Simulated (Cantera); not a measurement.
A Cantera script and what it prints.

```python
import numpy as np
import cantera as ct

gas_names = """
    H HO2 H2 H2O H2O2 O OH O2 O3 V VO VO2
""".split()
cond_names = """
    H2O(s) H2O(L) V(cr) V(L) VO(s) VO(L) V2O3(s) V2O3(L) V2O4(I) V2O4(II) V2O4(L) V2O5(s) V2O5(L)
""".split()


def load(file, names, dense=False):
    # The tables refer to 1 bar. Condensed volumes are neglected.
    table = {s.name: s for s in ct.Species.list_from_file(file)}
    out = []
    for n in names:
        d = dict(table[n].input_data)
        d["thermo"] = dict(d["thermo"], **{"reference-pressure": 1e5})
        if dense:
            d["equation-of-state"] = {"model": "constant-volume", "density": "1e6 g/cm^3"}
        out.append(ct.Species.from_dict(d))
    return out


gas = ct.Solution(thermo="ideal-gas", species=load("nasa_gas.yaml", gas_names))
cond = {s.name: ct.Solution(thermo="fixed-stoichiometry", species=[s], name=s.name)
        for s in load("nasa_condensed.yaml", cond_names, dense=True)}
atoms = {
    'V2O5': {'V': 2, 'O': 5},
    'H2': {'H': 2},
    'H2O': {'H': 2, 'O': 1},
}
top_T = {}  # K; cautious upper limits of use, not melting points


def equilibrate(T, P, feed):
    n = {}
    for name, mol in feed.items():
        for a, k in atoms[name].items():
            n[a] = n.get(a, 0.0) + k * mol
    gas.TPX = T, P, n
    mass = sum(n.values()) * gas.mean_molecular_weight
    gas.equilibrate("TP")
    valid = [c for c in cond.values() if c.min_temp <= T <= top_T.get(c.name, c.max_temp)]
    mix = ct.Mixture([(gas, mass / gas.mean_molecular_weight)] + [(c, 0.0) for c in valid])
    mix.T, mix.P = T, P
    mix.equilibrate("TP", solver="vcs", rtol=1e-11, max_steps=5000)
    return mix


results = []
feed = {'V2O5': 1, 'H2': 2.1, 'H2O': 0.035}  # mol
T = 2248  # K
P = 1333.22  # Pa
mix = equilibrate(T, P, feed)
results.append((T, P, feed, dict(zip(mix.species_names, mix.species_moles))))
x = sorted(zip(gas.X, gas.species_names), reverse=True)
print(f"T = {T:g} K  P = {P:g} Pa  gas = {mix.phase_moles(0):.4g} mol")
print("   x: " + "  ".join(f"{s} {v:.3e}" for v, s in x if v > 0.001))
print("   condensed (mol): " + ("  ".join(f"{mix.phase(i).name} {mix.phase_moles(i):.4g}"
      for i in range(1, mix.n_phases) if mix.phase_moles(i) > 1e-12) or "none"))
```

It prints:

```
T = 2248 K  P = 1333.22 Pa  gas = 2.865 mol
   x: H2O 5.744e-01  VO2 2.308e-01  H2 1.513e-01  H 2.475e-02  OH 1.407e-02  O2 2.530e-03  O 1.588e-03
   condensed (mol): V2O3(s) 0.6686
```

Cantera equilibrium calculation (NASA polynomials, part measured and part estimated; ideal gas, pure solids and liquids). Condensed phases not in the tables: the oxides between V2O3 and V2O5 other than VO2.
